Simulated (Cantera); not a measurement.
Feed: 1 mol BCl₃, 9.2 mol H₂, 0.12 mol NH₃, at 1773.15 K and 0.0133 bar.

Cantera equilibrium calculation (NASA polynomials, part measured and part estimated; ideal gas, pure solids and liquids). Candidate condensed phases: B, BN, NH₄Cl; 21 gas species. Mutual solubility and eutectic melting of coexisting phases are not modelled. The tables' values for BCl, BCl₂, BH₂ are old estimates; treat these amounts as uncertain. Gases not in the tables: BHCl₂. Kinetics and transport are ignored.

Base state: H₂ 0.730, HCl 0.253, BCl 0.0101, BCl₃ 0.00239, H 0.00211, BCl₂ 0.00175, Cl 0.000561, N₂ 0.000193 (mole fractions); condensed: B(s) + BN(s).

Question: What changes in the equilibrium state with this change: temperature from 1773.15 K to 1125 K?

Answer: 
```
species       before    after
----------  --------  -------
H₂             0.730    0.807
HCl            0.253    0.149
BCl₃         0.00239   0.0442
BCl           0.0101  6.85e-7
N₂          0.000193    <1e-9
Cl          0.000561  5.67e-8
H            0.00211  3.46e-7
BH₂          7.82e-5  4.40e-8
B(s), mol      0.728    0.409
BN(s), mol     0.116    0.120
```
